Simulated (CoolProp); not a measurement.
Properties of chlorine at several states (Tc = 143.7 °C, pc = 7.642 MPa, ω = 0.070).

Values from CoolProp's reference Helmholtz-energy equation of state, Thol 2021.

| T (°C) | p (MPa) | phase | cv (kJ/(kg K)) | speed of sound (m/s) | expansivity (1/kK) |
|---|---|---|---|---|---|
| 58.15 | 20 | liquid | 0.4800 | 811.4 | 2.102 |
| -76.75 | 2.82 | liquid | 0.5215 | 1238 | 1.578 |
| 74.75 | 20 | liquid | 0.4770 | 753.9 | 2.278 |
| -5.95 | 0.213 | gas | 0.3667 | 199.8 | 4.270 |
